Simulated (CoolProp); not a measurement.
Vapour-liquid equilibrium of diethyl ether (1) + ethanol (2) at 98.95 °C; x and y are mole fractions of (1).

Model: multi-fluid Helmholtz-energy mixture model, Thol 2014 and Schroeder 2014; pair parameters Bell 2016, in CoolProp.

| x | bubble pressure (kPa) | y at the bubble point | dew pressure at overall composition x (kPa) | liquid density (mol/L) |
|---|---|---|---|---|
| 0.05 | 263.1 | 0.208 | 225.9 | 14.95 |
| 0.15 | 344.1 | 0.441 | 248.1 | 13.90 |
| 0.25 | 408.8 | 0.567 | 274.9 | 12.95 |
| 0.35 | 459.5 | 0.647 | 307.6 | 12.09 |
| 0.45 | 499.7 | 0.705 | 348.2 | 11.32 |
| 0.55 | 532.8 | 0.753 | 399.0 | 10.62 |
| 0.65 | 561.5 | 0.798 | 461.4 | 9.985 |
| 0.75 | 587.2 | 0.845 | 530.5 | 9.416 |
| 0.85 | 610.5 | 0.898 | 589.8 | 8.905 |
| 0.95 | 630.5 | 0.962 | 627.4 | 8.450 |

No azeotrope shows between x = 0.05 and 0.95.

Pair parameters are fitted to limited data, so mixtures are less certain than the pure fluids.
